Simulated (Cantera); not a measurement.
A closed system holds: 1 mol Pb, 46 mol H2, 0.4 mol CO, at 427 °C and 0.000330 bar.

Method: chemical equilibrium by Gibbs-energy minimisation in Cantera with the NASA 1993 tables (ideal gas, pure condensed phases). Candidate condensed phases: C, C6H6, C7H8, C8H18, H2O, Pb, PbO, PbO2, Pb3O4; 113 gas species. The numbers say what is thermodynamically allowed, not how fast it happens.

Base state: H2 0.990, CO 0.00687, CH4 0.00168, H2O 0.00157, CO2 0.000103 (mole fractions); condensed: Pb(l).

Q: What changes in the equilibrium state with this change: pressure from 0.000330 bar to 0.00280 bar?

A: 
```
species       before     after
----------  --------  --------
H2             0.990     0.984
CH4          0.00168   0.00691
H2O          0.00157   0.00679
CO           0.00687   0.00172
CO2         0.000103  0.000112
Pb(l), mol     1.000     1.000
```

Q: What changes in the equilibrium state with this change: temperature from 427 °C to 750 °C?

A: 
```json
[
 {"species": "H2", "before": "0.990", "after": "0.970"},
 {"species": "Pb", "before": "3.38e-6", "after": "0.0211"},
 {"species": "CO", "before": "0.00687", "after": "0.00843"},
 {"species": "CH4", "before": "0.00168", "after": "4.18e-6"},
 {"species": "CO2", "before": "0.000103", "after": "4.69e-8"},
 {"species": "H2O", "before": "0.00157", "after": "4.13e-6"},
 {"species": "Pb(l), mol", "before": "1.000", "after": "0"}
]
```
